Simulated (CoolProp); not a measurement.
Vapour-liquid equilibrium of n-pentane (1) + cyclohexane (2) at 0.644 MPa; x and y are mole fractions of (1).

Values from CoolProp's multi-fluid Helmholtz-energy mixture model, Thol 2019 and Zhou 2014; pair parameters Bell 2016.

**Question.** Give the bubble temperature and the first vapour's composition at x = 0.05, 0.35, 0.65. Is there an azeotrope?

**Answer.** x = 0.05: 153.1 °C, y = 0.119; x = 0.35: 131.5 °C, y = 0.583; x = 0.65: 116.7 °C, y = 0.825. No azeotrope shows between x = 0.05 and 0.95.

The pair parameters rest on a limited set of measurements; away from them the model extrapolates.
